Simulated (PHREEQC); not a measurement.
PHREEQC input (ion-association model, wateq4f.dat):

```
SOLUTION_SPECIES
  2 NO3- + 12 H+ + 10 e- = N2 + 6 H2O  # shut off: nitrate stays nitrate
    -log_k -100
    -delta_h 0
    -analytic -100
SOLUTION 1
  temp 25
  units mol/kgw
  pH 7 charge
  Cl 0.0114
  Pb 0.0057
  N(5) 0.065
  Na 0.065064
  S(6) 3.2e-05
SOLUTION 2
  temp 25
  units mol/kgw
  pH 7 charge
  N(5) 0.0148
  Cu(2) 0.0074
  Cl 0.00011
  S(6) 0.099
  Na 0.198
END
SELECTED_OUTPUT 1
  -reset false
  -pH true
  -pe true
  -ionic_strength true
  -water true
  -totals Cl Cu N Na Pb S Cu(1) Cu(2) N(5) N(3)
    N(0) N(-3) S(-2) S(6)
  -molalities H+ Cl- Cu+2 NO3- Na+ Pb+2 SO4-2 NH3 NaSO4- HSO4-
    H2S HS- S-2 O2 NH4+ NH4SO4- OH- CuCl2- CuCl3-2 Cu+
    CuCl+ CuCl2 CuCl3- CuCl4-2 CuOH+ Cu(OH)2 Cu(OH)3- Cu(OH)4-2 Cu2(OH)2+2 CuSO4
    Cu(HS)3- PbCl+ PbCl2 PbCl3- PbCl4-2 PbOH+ Pb(OH)2 Pb(OH)3- Pb2OH+3 PbNO3+
    PbSO4 Pb(HS)2 Pb(HS)3- Pb3(OH)4+2 NO2- Pb(OH)4-2 Pb(SO4)2-2
  -equilibrium_phases Cu(OH)2 Brochantite Antlerite Atacamite Cu2(OH)3NO3 Litharge Anglesite Cotunnite Laurionite Larnakite
    Halite Mirabilite Chalcanthite
PRINT
  -reset false
MIX 1
  1 1
  2 0
EQUILIBRIUM_PHASES 1
  Cu(OH)2 0 0
  Brochantite 0 0
  Antlerite 0 0
  Atacamite 0 0
  Cu2(OH)3NO3 0 0
  Litharge 0 0
  Anglesite 0 0
  Cotunnite 0 0
  Laurionite 0 0
  Larnakite 0 0
  Halite 0 0
  Mirabilite 0 0
  Chalcanthite 0 0
  O2(g) -0.68 10
END
# ... the last block is repeated for the other 10 points of share of solution B
```

Selected output (columns that matter, 9 of 11 rows; share of solution B added in front):

```
share of solution B	pH	mu	Cl	Cu	N	Na	Pb	S	m_H+	m_Cl-	m_Cu+2	m_NO3-	Anglesite	Larnakite
0	5.2172	0.078181	0.0114	0	0.065	0.065064	0.0056999	3.1972e-05	7.2581e-06	0.010763	0	0.063646	0	2.849e-08
0.1	5.0739	0.083886	0.010271	0.00074	0.05998	0.078358	4.7262e-05	0.0048461	1.0132e-05	0.010259	0.0006437	0.059971	0.0050827	0
0.2	4.8979	0.10564	0.009142	0.00148	0.05496	0.091651	2.292e-05	0.015289	1.5367e-05	0.0091304	0.0010739	0.054957	0.0045371	0
0.4	4.7435	0.1477	0.006884	0.00296	0.04492	0.11824	1.6737e-05	0.036216	2.2295e-05	0.006872	0.0017532	0.044919	0.0034033	0
0.5	4.6975	0.1682	0.005755	0.0037	0.0399	0.13153	1.5856e-05	0.046682	2.4949e-05	0.0057438	0.0020545	0.039899	0.0028341	0
0.6	4.6608	0.18841	0.004626	0.00444	0.03488	0.14483	1.5365e-05	0.057148	2.7302e-05	0.0046162	0.0023425	0.034879	0.0022646	0
0.8	4.604	0.22808	0.002368	0.00592	0.02484	0.17141	1.4907e-05	0.078081	3.1406e-05	0.0023622	0.0028927	0.02484	0.0011251	0
0.9	4.581	0.24758	0.001239	0.00666	0.01982	0.18471	1.4809e-05	0.088548	3.3243e-05	0.0012358	0.0031591	0.01982	0.00055519	0
1	4.5605	0.26688	0.00011	0.0074	0.0148	0.198	0	0.099	3.4972e-05	0.0001097	0.0034212	0.0148	0	0
```
